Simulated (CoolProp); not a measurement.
Values from CoolProp's reference Helmholtz-energy equation of state, Thol 2016.

Problem. For hexamethyldisiloxane (MM), give the phase and the density (kg/m³), isothermal compressibility (1/MPa), expansivity (1/kK), fugacity coefficient at 269.4 K and 2.23 MPa; 545.9 K and 2.23 MPa.

Solution. 
- 269.4 K and 2.23 MPa: liquid; density 792, isothermal compressibility 0.00157, expansivity 1.27, fugacity coefficient 0.000585
- 545.9 K and 2.23 MPa: supercritical; density 146, isothermal compressibility 0.999, expansivity 14.2, fugacity coefficient 0.677
